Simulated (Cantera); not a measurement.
Ignition delay

Mixture: 5.72 % CH₄, 0.257 % C₂H₆, 19.5 % O₂, 74.3 % N₂, 0.171 % CO₂, equivalence ratio 0.63, at 390 Torr, adiabatic and at constant pressure. Ignition delay is the time to a rise of 400 K.

Detailed kinetics in Cantera: GRI-Mech 3.0 (53 species, 325 reactions).

| T0 (K) | delay (ms) |
|---|---|
| 1298 | 5.50 |
| 1348 | 3.00 |
| 1398 | 1.70 |
| 1448 | 1.00 |
| 1498 | 0.617 |
| 1548 | 0.400 |
| 1598 | 0.271 |
| 1648 | 0.192 |
| 1698 | 0.141 |
| 1748 | 0.107 |

- apparent activation energy between 1648 and 1748 K: 140 kJ/mol
